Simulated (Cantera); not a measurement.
Input: 1 mol SiH2Cl2, 0.45 mol HCl, 150 mol H2, held at 0.133 bar.

Cantera equilibrium calculation (NASA polynomials, part measured and part estimated; ideal gas, pure solids and liquids). Candidate condensed phases: Si; 19 gas species. Gases not in the tables: Si2H6 and higher silanes. Kinetics and transport are ignored. All values below are at 1477 °C.

Base state: H2 0.984, HCl 0.0146, SiCl2 0.000720, H 0.000632, SiH2 2.05e-5, Si 1.13e-5 (mole fractions); condensed: Si(l).

Task: What changes in the equilibrium state with this change: H2 from 150 to 8.2 mol?

Result: 
```
species       before     after
----------  --------  --------
H2             0.984     0.827
HCl           0.0146     0.116
SiCl2       0.000720    0.0542
SiCl4        1.48e-8   8.39e-5
SiCl3        2.45e-6   0.00160
SiHCl3       2.21e-7  0.000132
SiH2Cl2      5.85e-7   3.70e-5
SiCl         7.11e-6   6.17e-5
Si(l), mol     0.883     0.403
```
The tables' values for SiCl3, SiCl are old estimates; treat these amounts as uncertain.
